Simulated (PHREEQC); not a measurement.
1 g of hydrous ferric oxide (600 m²/g; 0.2 weak and 0.005 strong sites per Fe, Dzombak-Morel constants, diffuse double layer) in 1 kg of water with 0.1 mol/kgw of an inert sodium salt and 8.1e-05 mol MnCl2, at 25 °C; the pH is set by adding NaOH or the inert anion's acid. The system is closed to oxygen. CO2 from the air is kept out. Precipitation was switched off in this run.

Equilibrium calculation in PHREEQC: ion-association model, wateq4f.dat.

Question: Predict Mn sorbed (%), surface charge σ (C/m²) at pH = 3, 5.25, 6.75.

Answer: 
| pH | Mn sorbed (%) | surface charge σ (C/m²) |
|---|---|---|
| 3 | 0.0 | 0.363 |
| 5.25 | 0.8 | 0.186 |
| 6.75 | 51.5 | 0.060 |

The oxide is taken as insoluble; below pH 4 it would dissolve.
